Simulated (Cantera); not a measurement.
A closed system holds: 1 mol trisilylamine, 22 mol N₂, at 0.320 bar.

Equilibrium computed with Cantera from the NASA thermochemical tables; the gas is ideal and each condensed phase is pure. Candidate condensed phases: Si, Si₃N₄; 18 gas species. The feed counts by its element totals alone. Equilibrium is a limit: real reactors are often held back by kinetics, nucleation or transport.

Over these rows the condensed part is Si₃N₄(s). Partial pressures as log10 of bar:

```json
[
 {"T (K)": "1698", "1000/T (1/K)": "0.5889", "log p Si": "-7.68", "log p N₂": "-0.58", "log p H₂": "-1.24"},
 {"T (K)": "1748", "1000/T (1/K)": "0.5721", "log p Si": "-7.07", "log p N₂": "-0.58", "log p H₂": "-1.24"},
 {"T (K)": "1798", "1000/T (1/K)": "0.5562", "log p Si": "-6.50", "log p N₂": "-0.58", "log p H₂": "-1.24"},
 {"T (K)": "1848", "1000/T (1/K)": "0.5411", "log p Si": "-5.96", "log p N₂": "-0.58", "log p H₂": "-1.24"},
 {"T (K)": "1898", "1000/T (1/K)": "0.5269", "log p Si": "?", "log p N₂": "-0.58", "log p H₂": "-1.24"},
 {"T (K)": "1948", "1000/T (1/K)": "0.5133", "log p Si": "-4.97", "log p N₂": "-0.58", "log p H₂": "-1.24"}
]
```

**Question.** Fit log p(Si) = a + b·(1000/T) to the five rows, give the apparent enthalpy, and predict the row at 1898 K.

**Answer.** Means: 1000/T = 0.5543, log p = -6.436. Sxy = -0.120838, Sxx = 0.0033728, so b = -35.83 and a = -6.436 − (-35.83)×0.5543 = 13.43.
Apparent enthalpy: −19.145 × (-35.83) = 686 kJ/mol. With the condensed phases at unit activity, 1/3 Si₃N₄(s) = Si(g) + 2/3 N₂(g) links this pressure to the main gases: over the six rows their terms move log p by +0.00 in all, so the slope is close to that reaction's ΔH°. The five rows lie within 0.01 of the line.
Prediction at 1898 K: 13.43 + (-35.83)×0.5269 = -5.45. The computed value is -5.46, 0.01 from the line.
